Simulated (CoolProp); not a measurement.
Computed with CoolProp (reference Helmholtz-energy equation of state, Thol 2015).

Q: Give the vapour pressure (MPa), enthalpy of vaporisation (kJ/kg), vapour Z, surface tension (mN/m) of saturated octamethylcyclotetrasiloxane (D4) at 385.7 K.

A: 
```
T (K)  p (MPa)  enthalpy of vaporisation (kJ/kg)  vapour Z  surface tension (mN/m)
-----  -------  --------------------------------  --------  ----------------------
385.7   0.0143                               154     0.982                    11.6
```

Surface tension comes from a separate correlation (Mulero 2014), older than this fluid's equation and unchecked against measurements.
